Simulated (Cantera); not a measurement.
Standard-state values (1 bar) from the NASA 1993 polynomials, evaluated with Cantera. Values are per mole of reaction as written; species without (g) are pure solids or liquids, kept so even where they would boil at 1 bar.

N2O(g) + C ⇌ CO(g) + N2(g)

```csv
T (K),ΔH° (kJ),ΔS° (J/K),ΔG° (kJ),log10 K
300,-192.1,163.6,-241.2,41.99
2425,___,___,___,___
2475,-214.7,149.4,-584.5,12.34
2525,-215.4,149.1,-592.0,12.25
2575,-216.2,148.8,-599.4,12.16
2625,-216.9,148.5,-606.9,12.08
2675,-217.7,148.3,-614.3,12.00
2725,-218.4,148.0,-621.7,11.92
2775,-219.2,147.7,-629.1,11.84
2825,-220.0,147.4,-636.5,11.77
2875,___,___,___,___
2925,-221.5,146.9,-651.2,11.63
```

Task: Complete the blanks.

Result: 
- 2425, ΔH° (kJ): -214.0
- 2425, ΔS° (J/K): 149.7
- 2425, ΔG° (kJ): -577.0
- 2425, log10 K: 12.43
- 2875, ΔH° (kJ): -220.7
- 2875, ΔS° (J/K): 147.2
- 2875, ΔG° (kJ): -643.8
- 2875, log10 K: 11.70
